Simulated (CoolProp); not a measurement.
A simple Rankine cycle with n-perfluorohexane: condensing at 318.15 K, boiler at 1.15 MPa, turbine inlet 441.6 K, turbine efficiency 0.75, pump efficiency 0.7, no recuperator. Each further row changes one setting.

Computed with CoolProp (reference Helmholtz-energy equation of state, Gao 2022).

```csv
case,thermal efficiency (%),net work (kJ/kg),heat in (kJ/kg),turbine exit temperature (K),volume ratio over the turbine
as stated,9.9,18.8,189,408.7,23.2
condensing temperature 310.15 K,10.6,21.1,198,406.2,31.5
boiler pressure 0.805 MPa,9.0,17.5,195,415.7,14.1
turbine efficiency 0.65,8.5,16.2,189,411.4,23.4
```
